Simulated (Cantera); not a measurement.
A freely propagating, adiabatic, planar premixed flame of H2 : O2 : N2 = 1 : 0.333 : 1.03 (molar parts), equivalence ratio 1.5, unburnt at 675 K and 10.0 bar; mixture-averaged transport, grid criteria slope 0.08 and curve 0.16, no radiation.

Detailed kinetics in Cantera: the H2/O2 subset of GRI-Mech 3.0, which has no nitrogen chemistry. The hydrogen kinetics of GRI-Mech 3.0 are dated; newer H2 mechanisms differ, most at raised pressure. Burning velocities carry a grid error of a few per cent, more on coarse grids.

Q: Predict: laminar burning velocity; thermal thickness; peak x(HO2); peak x(O); peak x(H); peak x(OH).

A: 
| Property | Value |
|---|---|
| laminar burning velocity | 1280 cm/s |
| thermal thickness | 0.0239 mm |
| peak x(HO2) | 0.00142 |
| peak x(O) | 0.00514 |
| peak x(H) | 0.0570 |
| peak x(OH) | 0.0148 |
